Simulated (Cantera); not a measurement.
An adiabatic, constant-volume homogeneous reactor starts with CO : H2 : O2 : N2 : CO2 = 1 : 0.39 : 1.36 : 5.12 : 0.43 (molar parts), equivalence ratio 0.51, at 1600 K and 0.217 atm.

Computed with Cantera and GRI-Mech 3.0 (53 species, 325 reactions).

One state of this run: T (K) = 2540; P (bar) = 0.330; x CO = 0.0382; x H2 = 0.00173; x O2 = 0.0906; x CO2 = 0.144; x H = 0.00218; x N2O = 4.25e-7; x HO2 = 4.10e-6. x: mole fraction; the columns are a selection and need not sum to one.

Which value of t (s) does it belong to?
A) 0.000438
B) 0.000115
C) 3.04e-5
D) 1.32

D, 1.32
